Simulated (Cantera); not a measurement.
What does this Cantera script print?

```python
import numpy as np
import cantera as ct

gas = ct.Solution("gri30.yaml")
gas.TPX = 375, 62000, {'CH4': 1, 'O2': 1.82, 'N2': 6.84, 'CO2': 0.72}
inlet = ct.Reservoir(gas, clone=True)
gas.equilibrate("HP")  # start burning
reactor = ct.IdealGasConstPressureReactor(gas, energy="on", clone=False)
exhaust = ct.Reservoir(gas, clone=True)
tau = [0.14, 0.048, 0.017, 0.0058, 0.002, 0.0007, 0.00024, 8.5e-05, 3e-05][0]
for a, b in ((inlet, reactor), (reactor, exhaust)):
    ct.MassFlowController(a, b, mdot=lambda t: reactor.mass / tau)
net = ct.ReactorNet([reactor])
show = ['CH4', 'O2', 'CO2', 'HCO', 'N2O']

rows = []
print(f"{'tau/s':>10s}{'T/K':>9s}" + "".join(f"{s:>11s}" for s in show))
for tau in [0.14, 0.048, 0.017, 0.0058, 0.002, 0.0007, 0.00024, 8.5e-05, 3e-05]:
    net.initial_time = 0.0
    net.advance(30 * tau)
    before = gas.X
    net.advance(40 * tau)
    drift = np.max(np.abs(gas.X - before) / (gas.X + 1e-9))
    rows.append([gas.T, *gas[show].X, drift])
    print(f"{tau:10.3e}{gas.T:9.1f}" + "".join(f"{x:11.3e}" for x in gas[show].X))
```

It prints:

```
     tau/s      T/K        CH4         O2        CO2        HCO        N2O
 1.400e-01   2065.7  6.963e-06  1.926e-03  1.318e-01  4.659e-08  3.199e-08
 4.800e-02   2038.0  1.335e-05  3.300e-03  1.294e-01  1.240e-07  3.822e-08
 1.700e-02   1998.7  2.620e-05  5.264e-03  1.261e-01  3.245e-07  4.260e-08
 5.800e-03   1944.7  5.623e-05  7.922e-03  1.218e-01  8.816e-07  4.494e-08
 2.000e-03   1881.1  1.309e-04  1.107e-02  1.171e-01  2.373e-06  4.530e-08
 7.000e-04   1812.8  3.413e-04  1.487e-02  1.120e-01  6.388e-06  4.398e-08
 2.400e-04   1728.9  1.241e-03  2.218e-02  1.033e-01  1.898e-05  3.921e-08
 8.500e-05    375.0  9.634e-02  1.753e-01  6.936e-02 -7.467e-33 -1.193e-21
 3.000e-05    375.0  9.634e-02  1.753e-01  6.936e-02  7.149e-34  2.088e-23
```

Computed with Cantera and GRI-Mech 3.0 (53 species, 325 reactions).
